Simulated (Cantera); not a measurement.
# Premixed flame

A freely propagating, adiabatic, planar premixed flame of 23.4 % H₂, 16.1 % O₂, 60.5 % N₂, equivalence ratio 0.73, unburnt at 400 K and 670000 Pa; mixture-averaged transport, grid criteria slope 0.08 and curve 0.16, no radiation.

Computed with Cantera and the H2/O2 subset of GRI-Mech 3.0, which has no nitrogen chemistry. The hydrogen kinetics of GRI-Mech 3.0 are dated; newer H2 mechanisms differ, most at raised pressure. Burning velocities carry a grid error of a few per cent, more on coarse grids.

```
z (mm)   T (K)  u (m/s)      x H₂    x O₂     x H₂O      x OH       x O    x H₂O₂
-------  -----  -------  --------  ------  --------  --------  --------  --------
-0.141     400     1.20     0.233   0.161   9.69e-6     <1e-8     <1e-8   2.95e-8
-0.0937    402     1.20     0.227   0.162   9.72e-5     <1e-8     <1e-8   3.43e-7
-0.0703    406     1.20     0.220   0.164  0.000362     <1e-8     <1e-8   1.41e-6
-0.0468    432     1.24     0.198   0.167   0.00288     <1e-8   8.44e-8   1.38e-5
-0.0234    663     1.82     0.138   0.165    0.0344   2.19e-5   9.73e-6  0.000164
-0.0117   1029     2.76    0.0941   0.144    0.0880  0.000527  0.000244  0.000201
0         1420     3.78    0.0524   0.109     0.154   0.00227   0.00158   3.30e-5
0.0117    1677     4.46    0.0254  0.0808     0.200   0.00535   0.00305   5.34e-6
0.0234    1822     4.84    0.0132  0.0665     0.223   0.00763   0.00339   3.43e-6
0.0468    1957     5.19   0.00597  0.0581     0.239   0.00822   0.00246   2.11e-6
0.0937    2042     5.40   0.00246  0.0558     0.247   0.00617   0.00108   1.20e-6
0.187     2080     5.49  0.000825  0.0554     0.252   0.00383  0.000370   6.48e-7
0.375     2092     5.52  0.000336  0.0555     0.253   0.00261  0.000164   4.35e-7
```
x: mole fraction of selected species; z is measured from the peak of heat release.

The laminar burning velocity is 120 cm/s. The thermal thickness comes out as 0.0468 mm, the peak x(OH) is 0.00839 and the peak x(O) comes out as 0.00340. The peak x(H₂O₂) comes out as 0.000219 and the grid points is 112.
